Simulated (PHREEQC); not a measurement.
Solution (78 °C): 84 mmol/kgw HF and 7.7 mmol/kgw NH4F. Closed to the air; pH follows from the charge balance.

Computed with PHREEQC (ion-association model, phreeqc.dat).

No solid was allowed to form.

Question: Predict the pH, ionic strength.

Answer: pH 2.58; ionic strength 0.0106 mol/kgw.

Question: In which forms is F present?

Answer: HF 86 %, F- 8.6 %, HF2- 5.8 % of the F.

Species that the database lacks are ignored. Constants without temperature data keep their 25 °C values here.
